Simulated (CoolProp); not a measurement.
Vapour-liquid equilibrium of ethanol (1) + o-xylene (2) at 180 kPa; x and y are mole fractions of (1).

Values from CoolProp's multi-fluid Helmholtz-energy mixture model, Schroeder 2014 and Zhou 2012; pair parameters Bell 2016.

```
x     bubble temperature, mixture model (K)  bubble temperature, Raoult's law (K)  y, mixture model  y, Raoult's law
----  -------------------------------------  ------------------------------------  ----------------  ---------------
0.05                                  408.8                                 427.7                 ?            0.306
0.15                                  386.5                                 411.1             0.786            0.597
0.25                                  379.0                                 400.5             0.840            0.737
0.35                                  375.8                                 392.7             0.863            0.819
0.45                                  374.1                                 386.6             0.875            0.873
0.55                                      ?                                 381.7                 ?            0.912
0.65                                  371.7                                 377.6             0.898            0.940
0.75                                  370.4                                 374.0             0.915            0.962
0.85                                  369.0                                 370.9             0.939            0.980
0.95                                  367.6                                 368.1             0.976            0.994
```

Some entries are withheld; supply them.


- 0.05, y, mixture model: 0.560
- 0.55, bubble temperature, mixture model (K): 372.9
- 0.55, y, mixture model: 0.886

The largest gap from Raoult's law is -24.6 K in bubble temperature, at x = 0.15. No azeotrope shows between x = 0.05 and 0.95.

The pair parameters rest on a limited set of measurements; away from them the model extrapolates. With so large a gap from Raoult's law the liquid may split in two, which this calculation doesn't test in full.
